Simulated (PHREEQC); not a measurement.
PHREEQC input (ion-association model, wateq4f.dat):

```
SOLUTION_MASTER_SPECIES
  An  An-  0  An  62.0  # stands for a non-complexing anion
SOLUTION_SPECIES
  An- = An-
    -log_k 0
    -gamma 3.0 0
PHASES
  Fix_H+
    H+ = H+
    -log_k 0
SOLUTION 1
  temp 25
  units mmol/kgw
  pH 7 charge
  Cl 0.186
  Cu(2) 0.093
  Na 10
  An 10
END
SELECTED_OUTPUT 1
  -reset false
  -pH true
  -pe true
  -ionic_strength true
  -water true
  -totals Cl Cu Na Cu(1) Cu(2)
  -molalities Hfo_wOH Hfo_wOH2+ Hfo_wO- Hfo_sOH Hfo_sOH2+ Hfo_sO- Hfo_sOCu+ Hfo_wOCu+
  -saturation_indices Cu(OH)2 Atacamite Halite
USER_PUNCH 1
  -headings sigma psi
  10 PUNCH EDL("sigma", "Hfo"), EDL("psi", "Hfo")
PRINT
  -reset false
USE solution 1
SURFACE 1
  Hfo_wOH 0.00426966 600 1.9
  Hfo_sOH 0.000106742
EQUILIBRIUM_PHASES 1
  Fix_H+ -3 HAn 10
    -force_equality true
  O2(g) -0.68 10
END
# ... the last block is repeated for the other 16 points of pH, with NaOH or the acid as the point needs
```

Selected output (columns that matter, 12 of 17 rows; pH added in front):

```
pH	mu	Cu	Na	m_Hfo_wOH	m_Hfo_wOH2+	m_Hfo_wO-	m_Hfo_sOH	m_Hfo_sOH2+	m_Hfo_sO-	si_Cu(OH)2	si_Atacamite	si_Halite	sigma	psi
3	0.013334	9.2729e-05	0.01	0.00046353	0.0038048	1.2937e-06	1.1564e-05	9.4921e-05	3.2274e-08	-6.8652	-10.573	-7.4145	0.33	0.1997
3.38	0.012481	9.161e-05	0.01	0.00085403	0.0034105	4.8992e-06	2.1122e-05	8.4348e-05	1.2117e-07	-6.1054	-9.4314	-7.4116	0.29551	0.19573
4.12	0.011534	7.2087e-05	0.01	0.0018075	0.0024272	3.0835e-05	3.8103e-05	5.1168e-05	6.5002e-07	-4.7235	-7.4059	-7.4083	0.20889	0.17995
4.5	0.011147	4.4294e-05	0.01	0.0022587	0.001939	6.0276e-05	3.6952e-05	3.1722e-05	9.861e-07	-4.1725	-6.6833	-7.4068	0.16575	0.16897
5.25	0.010597	5.3415e-06	0.01	0.0028777	0.001207	0.00015718	3.1798e-05	1.3337e-05	1.7368e-06	-3.5882	-6.2634	-7.4047	0.09726	0.143
5.62	0.010432	1.301e-06	0.01	0.0030491	0.00097141	0.00021925	3.2321e-05	1.0297e-05	2.3241e-06	-3.462	-6.3809	-7.4041	0.072102	0.12818
6.38	0.010212	6.2754e-08	0.01	0.0032129	0.00067681	0.0003494	3.3627e-05	7.0837e-06	3.657e-06	-3.2956	-6.8075	-7.4032	0.035869	0.093847
6.75	0.010144	1.7542e-08	0.01	0.0032397	0.00059569	0.00040365	3.3893e-05	6.2318e-06	4.2228e-06	-3.2398	-7.0658	-7.403	0.024295	0.075453
7.5	0.010134	6.8117e-09	0.010081	0.003254	0.00049857	0.00048652	3.4038e-05	5.2153e-06	5.0892e-06	-3.1624	-7.661	-7.3994	0.0089023	0.035771
7.88	0.010166	6.8072e-09	0.010146	0.003253	0.00046741	0.00051865	3.4028e-05	4.8893e-06	5.4253e-06	-3.1344	-7.985	-7.3968	0.0034886	0.014942
8.62	0.010227	7.527e-09	0.010264	0.0032435	0.00041535	0.00058023	3.3928e-05	4.3448e-06	6.0695e-06	-3.0831	-8.6226	-7.392	-0.0062306	-0.025875
9	0.01027	8.1039e-09	0.010342	0.0032325	0.00038537	0.00062115	3.3814e-05	4.0312e-06	6.4976e-06	-3.0506	-8.9376	-7.3889	-0.012295	-0.046517
```

The database's constant for dissolved Cu(OH)2 is higher than later reviews accept. The oxide is taken as insoluble; below pH 4 it would dissolve.
